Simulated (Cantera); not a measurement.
A Cantera script and its output.

```python
import numpy as np
import cantera as ct

gas = ct.Solution("gri30.yaml")


def delay(T, t_max=10):
    gas.TPX = T, 97000, {'CO': 1, 'H2': 0.086, 'CH4': 0.75, 'O2': 2.65, 'N2': 11.9, 'CO2': 0.42}
    reactor = ct.IdealGasReactor(gas, clone=False)
    net = ct.ReactorNet([reactor])
    net.rtol, net.atol = 1e-8, 1e-16
    while net.time < t_max:
        t_old, T_old = net.time, reactor.T
        net.step()
        if reactor.T > T + 400:  # ignition: a rise of 400 K
            return t_old + (T + 400 - T_old) / (reactor.T - T_old) * (net.time - t_old)
    return np.nan


taus = []
for T in [1200, 1275, 1350, 1425, 1500, 1575, 1650, 1725, 1800]:
    taus.append(delay(T))
    print(f"T0 = {T:6g} K   tau = {taus[-1]:.4e} s")
```

It prints:

```
T0 =   1200 K   tau = 1.3656e-02 s
T0 =   1275 K   tau = 5.7335e-03 s
T0 =   1350 K   tau = 2.5524e-03 s
T0 =   1425 K   tau = 1.2355e-03 s
T0 =   1500 K   tau = 6.5525e-04 s
T0 =   1575 K   tau = 3.7633e-04 s
T0 =   1650 K   tau = 2.2962e-04 s
T0 =   1725 K   tau = 1.4660e-04 s
T0 =   1800 K   tau = 9.7074e-05 s
```

Model: GRI-Mech 3.0 (53 species, 325 reactions), integrated in Cantera.
